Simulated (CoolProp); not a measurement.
Saturation properties of R1234ze(Z).

Computed with CoolProp (reference Helmholtz-energy equation of state, Akasaka 2019).

```
T (°C)  p (kPa)  liquid density (kg/m³)  vapour density (kg/m³)  enthalpy of vaporisation (kJ/kg)  liquid cp (kJ/(kg K))
------  -------  ----------------------  ----------------------  --------------------------------  ---------------------
22.75       [?]                    1231                   8.171                             207.6                  1.268
31.95     224.3                    1206                     [?]                             201.9                  1.295
41.15     300.4                    1180                   14.62                             195.8                  1.324
50.35     394.9                    1153                   19.12                             189.4                  1.355
59.55     510.7                    1125                   24.69                             182.4                  1.389
68.75     650.6                    1096                     [?]                               [?]                  1.427
77.95     817.8                    1065                   40.02                             167.0                  1.470
87.15      1016                    1031                   50.44                             158.2                  1.520
96.35      1248                     [?]                   63.34                               [?]                  1.582
105.55     1517                   956.3                   79.47                             137.8                  1.663
114.75     1829                   912.3                   99.99                             125.6                  1.775
123.95     2188                   861.6                   126.9                             111.4                  1.950
133.15     2600                   799.8                     [?]                             94.08                  2.284
142.35     3072                   714.9                   223.7                             70.24                  3.306
```

### Question
What belongs in the gaps?

### Answer

- 22.75, p (kPa): 164.1
- 31.95, vapour density (kg/m³): 11.02
- 68.75, vapour density (kg/m³): 31.56
- 68.75, enthalpy of vaporisation (kJ/kg): 175.0
- 96.35, liquid density (kg/m³): 995.6
- 96.35, enthalpy of vaporisation (kJ/kg): 148.6
- 133.15, vapour density (kg/m³): 164.2

It boils at 9.7 °C under 1 atm.
